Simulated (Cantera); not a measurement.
Ignition delay

Mixture: 30.6 % CO, 2.02 % H₂, 3.37 % CH₄, 17.7 % O₂, 46.2 % N₂, at 10.0 bar, adiabatic and at constant pressure. Ignition delay is the time to a rise of 400 K.

Computed with Cantera and GRI-Mech 3.0 (53 species, 325 reactions).

| T0 (K) | delay (ms) |
|---|---|
| 1025 | 2.05 |
| 1075 | 0.805 |
| 1125 | 0.378 |
| 1175 | 0.206 |
| 1225 | 0.125 |
| 1275 | 0.0810 |

- apparent activation energy between 1175 and 1275 K = 120 kJ/mol
